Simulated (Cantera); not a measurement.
**Low-pressure radical oxidation in H2/O2**

A perfectly stirred reactor is fed with 8.00 % H2, 92.0 % O2, at 3300 Pa; it is held at 1350 K, and followed from long to short residence time.

Detailed kinetics in Cantera: the H2/O2 subset of GRI-Mech 3.0, which has no nitrogen chemistry. Radical loss at walls, strong at low pressure, is not modelled. The temperature is held fixed by assumption; the heat of reaction is taken as removed at once.

```csv
τ (s),x H2,x O2,x H2O,x H,x H2O2,x OH,x HO2
2.6,6.16e-5,0.915,0.0827,2.97e-5,6.09e-8,0.00109,1.13e-6
1.3,9.58e-5,0.915,0.0825,5.94e-5,7.71e-8,0.00137,1.58e-6
0.65,0.000148,0.914,0.0822,0.000118,9.62e-8,0.00173,2.14e-6
0.32,0.000230,0.912,0.0817,0.000236,1.19e-7,0.00218,2.85e-6
0.16,0.000352,0.910,0.0811,0.000459,1.43e-7,0.00272,3.66e-6
0.078,0.000541,0.907,0.0802,0.000897,1.71e-7,0.00339,4.58e-6
0.038,0.000820,0.902,0.0789,0.00170,1.98e-7,0.00420,5.53e-6
0.019,0.00121,0.896,0.0771,0.00299,2.22e-7,0.00507,6.37e-6
0.0094,0.00175,0.888,0.0746,0.00495,2.44e-7,0.00600,7.09e-6
```
x: mole fraction; the columns are a selection and need not sum to one.
